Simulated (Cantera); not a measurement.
Cantera with NASA thermochemical tables; ideal gases at 1 bar, condensed phases pure. Values are per mole of reaction as written; species without (g) are pure solids or liquids, kept so even where they would boil at 1 bar.

2 S + 3 O2(g) ⇌ 2 SO3(g)

```
T (K)  ΔH° (kJ)  ΔS° (J/K)  ΔG° (kJ)  log10 K  condensed phases
-----  --------  ---------  --------  -------  ----------------
300      -791.6     -166.2    -741.7   129.14              S(s)
423           …          …         …        …              S(l)
473      -802.4     -194.1    -710.6    78.47              S(l)
523      -804.8     -199.0    -700.7    69.99              S(l)
573      -806.9     -202.9    -690.7    62.96              S(l)
623      -808.6     -205.7    -680.5    57.05              S(l)
673      -809.9     -207.6    -670.1    52.01              S(l)
723      -810.9     -209.0    -659.7    47.66              S(l)
773      -811.7     -210.2    -649.2    43.87              S(l)
823           …          …         …        …              S(l)
873      -813.6     -212.5    -628.1    37.58              S(l)
```

Complete the blanks.


- 423, ΔH° (kJ): -799.9
- 423, ΔS° (J/K): -188.5
- 423, ΔG° (kJ): -720.1
- 423, log10 K: 88.93
- 823, ΔH° (kJ): -812.6
- 823, ΔS° (J/K): -211.3
- 823, ΔG° (kJ): -638.7
- 823, log10 K: 40.54
